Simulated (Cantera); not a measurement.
Mixture: CH4 : CO : O2 : N2 = 1 : 0.075 : 3.77 : 16.2 (molar parts), equivalence ratio 0.54, at 68000 Pa, adiabatic and at constant volume. Ignition delay is the time to a rise of 400 K.

Detailed kinetics in Cantera: GRI-Mech 3.0 (53 species, 325 reactions).

**Question.** Predict: delay at 1075 K; delay at 1225 K; delay at 1375 K; delay at 1525 K; delay at 1675 K; apparent activation energy between 1600 and 1750 K.

**Answer.** 
```json
{
  "delay at 1075 K": "0.371 s",
  "delay at 1225 K": "35.1 ms",
  "delay at 1375 K": "5.00 ms",
  "delay at 1525 K": "1.10 ms",
  "delay at 1675 K": "0.350 ms",
  "apparent activation energy between 1600 and 1750 K": "160 kJ/mol"
}
```
